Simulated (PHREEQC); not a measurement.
Hard or scaling water: an equilibrium model

Solution (25 °C): 0.21 mol MgCl2, 0.0002 mol Na2SO4 and 0.022 mol MgSO4 per kg of water. Closed to the air; pH follows from the charge balance.

Model: Pitzer model, pitzer.dat, run in PHREEQC.

No solid was allowed to form.

Q: What activity of water, osmotic coefficient, density does the model give?

A: activity of water 0.990; osmotic coefficient 0.856; density 1.016 g/cm³.

Complexes and solids missing from the database can't appear.
